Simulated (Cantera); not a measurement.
# Chemical vapour transport: Fe + HCl + O2

A closed system holds: 1 mol Fe, 2.1 mol HCl, 0.048 mol O2.

Equilibrium computed with Cantera from the NASA thermochemical tables; the gas is ideal and each condensed phase is pure. Candidate condensed phases: Fe, FeCl2, FeCl3, FeO, Fe(OH)2, Fe(OH)3, Fe2O3, Fe3O4, H2O; 22 gas species. Mutual solubility and eutectic melting of coexisting phases are not modelled. Rates play no part.

Q: Map the stable condensed phases over T = 1298, 1348, 1398, 1448, 1498, 1548, 1598, 1648, 1698, 1748 K and P in Pa = 1000, 2000, 4000, 7900, 16000, 32000, 63000, 130000, 250000, 500000, 1000000.

A: 
```
T in K \ P in Pa
            1000    2000    4000    7900   16000   32000   63000  130000  250000  500000 1000000
   1748        A       A       A       A       A       A       A       A       A       A       A
   1698        A       A       A       A       A       A       A       A       A       A       A
   1648        A       A       A       A       A       A       A       A       A       A       A
   1598        A       A       A       A       A       A       A       A       A       A       A
   1548        A       A       A       A       A       A       A       A       A       A       A
   1498        A       A       A       A       A       A       A       A       A       A       A
   1448        A       A       A       A       A       A       A       A       A       A       A
   1398        A       A       A       A       A       A       A       A       A       A       B
   1348        A       A       A       A       A       A       A       A       A       A       B
   1298        A       A       A       A       A       A       A       A       A       B       B
```
A: Fe; B: Fe + FeCl2.
